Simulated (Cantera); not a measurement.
Feed: 1 mol Si3N4, 0.004 mol Si, 0.71 mol H2, 0.058 mol C, held at 13.3 mbar.

Equilibrium computed with Cantera from the NASA thermochemical tables; the gas is ideal and each condensed phase is pure. Candidate condensed phases: C, C6H6, C7H8, C8H18, Si, SiC, Si3N4; 105 gas species. Mutual solubility and eutectic melting of coexisting phases are not modelled. The tables' values for SiN are old estimates; treat these amounts as uncertain. Gases not in the tables: Si2H6 and higher silanes. Rates play no part.

log p: log10 of the partial pressure in bar; n: condensed amount in mol.

```tsv
T (°C)	log p N2	log p Si	log p H2	log p H	log p Si2C	log p Si2	n Si(l)	n SiC(s)
1927	-2.03	-3.43	-2.50	-3.50	-4.66	-5.23	2.86	0.0491
1977	-2.04	-3.23	-2.52	-3.39	-4.39	-4.98	2.80	0.0430
2027	-2.05	-3.03	-2.54	-3.29	-4.12	-4.75	2.70	0.0323
2077	-2.08	(withheld)	-2.58	(withheld)	(withheld)	(withheld)	2.55	(withheld)
2127	-2.11	-2.66	-2.63	-3.11	-3.76	-4.30	2.29	0
2177	-2.16	-2.49	-2.71	-3.05	-3.78	-4.10	1.87	0
2227	-2.25	-2.32	-2.82	-3.01	-3.83	-3.90	1.07	0
2277	-2.34	-2.21	-2.96	-2.99	-3.92	(withheld)	0	0
2327	-2.34	-2.21	-3.00	-2.92	-3.95	-3.91	0	0
2377	-2.35	-2.20	-3.06	-2.86	-4.00	-4.03	0	0
2427	-2.35	-2.20	-3.11	-2.80	-4.07	-4.14	0	0
```

Question: Some entries are withheld; supply them.

Answer: 
- 2277, log p Si2: -3.80
- 2077, log p Si: -2.84
- 2077, log p H: -3.19
- 2077, log p Si2C: -3.87
- 2077, log p Si2: -4.52
- 2077, n SiC(s): 0.0127
